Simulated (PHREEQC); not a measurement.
Consider water at 25 °C with 6.5 mmol/kgw KBr, 0.088 mmol/kgw Na2SO4 and 0.64 mmol/kgw NaCl. Closed to the air; pH follows from the charge balance.

All values are PHREEQC results (ion-association model, wateq4f.dat), not measurements.

| Item | Result |
|---|---|
| ionic strength | 0.00740 mol/kgw |

```csv
species,molality,activity,log γ
Br-,0.00650,0.00594,-0.039
K+,0.00650,0.00593,-0.040
Na+,0.000816,0.000746,-0.039
Cl-,0.000640,0.000584,-0.040
SO4-2,8.50e-5,5.96e-5,-0.154
KSO4-,2.71e-6,2.48e-6,-0.038
NaSO4-,2.43e-7,2.23e-7,-0.038
OH-,1.09e-7,9.98e-8,-0.040
H+,1.09e-7,1.00e-7,-0.035
```

Precipitation was switched off in this run. Species that the database lacks are ignored.
